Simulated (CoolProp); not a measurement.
Propane along the isobar 13 MPa: Z from the reference equation and from simpler models built on Tc = 96.7 °C, pc = 4.251 MPa, ω = 0.152; each cubic takes its own stable root.

Computed with CoolProp (reference Helmholtz-energy equation of state, Lemmon 2009).

```csv
T (°C),phase,reference,van der Waals,Redlich-Kwong,Soave-Redlich-Kwong,Peng-Robinson
-29.35,liquid,0.4867,0.7332,0.5150,0.5088,0.4522
2.25,liquid,0.4577,0.6786,0.4861,0.4792,0.4257
33.85,liquid,0.4402,0.6400,0.4707,0.4640,0.4125
65.45,liquid,0.4340,0.6146,0.4680,0.4631,0.4131
97.05,supercritical,0.4415,[?],0.4795,0.4796,[?]
128.65,supercritical,0.4696,0.5989,0.5087,0.5198,0.4727
160.25,supercritical,0.5293,0.6097,0.5589,0.5888,0.5437
191.95,supercritical,0.6169,0.6341,0.6261,0.6753,[?]
```

### Question
Some entries are withheld; supply them.

### Answer

- 97.05, van der Waals: 0.6009
- 97.05, Peng-Robinson: 0.4308
- 191.95, Peng-Robinson: 0.6309
